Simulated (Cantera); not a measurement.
Charge: 1 mol SiH2Cl2, 8 mol NH3, held at 1350 K and 0.623 Torr.

Method: chemical equilibrium by Gibbs-energy minimisation in Cantera with the NASA 1993 tables (ideal gas, pure condensed phases). Candidate condensed phases: NH4Cl, Si, Si3N4; 28 gas species. The tables' values for SiCl3 are old estimates; treat these amounts as uncertain. Rates play no part.

Base state: H2 0.694, N2 0.194, HCl 0.110, SiCl2 0.00243, H 6.89e-5, SiCl3 6.77e-5 (mole fractions); condensed: Si3N4(s).

What changes in the equilibrium state with this change: temperature from 1350 K to 923.15 K?


```
species         before    after
-------------  -------  -------
H2               0.694    0.692
N2               0.194    0.192
HCl              0.110    0.115
SiCl2          0.00243  4.99e-8
SiCl4          9.40e-6  4.36e-5
H              6.89e-5  7.10e-9
SiCl3          6.77e-5  2.33e-7
Si3N4(s), mol    0.319    0.333
```
